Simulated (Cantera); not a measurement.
A closed system holds: 1 mol SiH₂Cl₂, 1.3 mol NH₃, 1.3 mol N₂, equilibrated at 1127 °C and 1.00 bar.

Method: chemical equilibrium by Gibbs-energy minimisation in Cantera with the NASA 1993 tables (ideal gas, pure condensed phases). The tables' values for SiCl₃ are old estimates; treat these amounts as uncertain. The numbers say what is thermodynamically allowed, not how fast it happens.

| species | before | after |
|---|---|---|
| H₂ | 0.408 | 0.366 |
| HCl | 0.316 | 0.340 |
| N₂ | 0.258 | 0.265 |
| SiCl₄ | 0.0147 | 0.0239 |
| SiCl₃ | 0.00140 | 0.00202 |
| SiHCl₃ | 0.00134 | 0.00182 |
| SiCl₂ | 0.000571 | 0.000722 |
| NH₃ | 1.13e-5 | 9.77e-6 |
| SiH₂Cl₂ | 1.84e-5 | 2.09e-5 |
| Si₃N₄(s), mol | 0.302 | 0.291 |
Gas species are given as mole fractions.

Problem. What was changed between the two runs?
A) NH₃ from 1.3 to 4.4 mol
B) temperature from 1127 °C to 1600 °C
C) SiH₂Cl₂ replaced by Si₂Cl₆
D) NH₃ from 1.3 to 0.93 mol

Solution. D, NH₃ from 1.3 to 0.93 mol
